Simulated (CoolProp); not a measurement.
Octamethylcyclotetrasiloxane (D4) along the isobar 0.584 MPa: fugacity coefficient from the reference equation and from simpler models built on Tc = 586.5 K, pc = 1.347 MPa, ω = 0.598; each cubic takes its own stable root.

Values from CoolProp's reference Helmholtz-energy equation of state, Thol 2015.

```csv
T (K),phase,reference
557.8,gas,0.8183
564.7,gas,0.8268
571.6,gas,0.8348
578.5,gas,0.8424
585.4,gas,0.8495
592.4,gas,0.8563
599.3,gas,0.8627
606.2,gas,0.8687
613.1,gas,0.8744
620,gas,0.8798
```

Problem. How far does each simpler model (van der Waals, Peng-Robinson) lie from the reference over these 10 states: mean and median of the absolute difference, and the worst?

Solution. 
- van der Waals: mean 2.6 %, median 2.4 %, worst +4.5 % at 557.8 K and 0.584 MPa
- Peng-Robinson: mean 1.0 %, median 1.0 %, worst -1.0 % at 578.5 K and 0.584 MPa
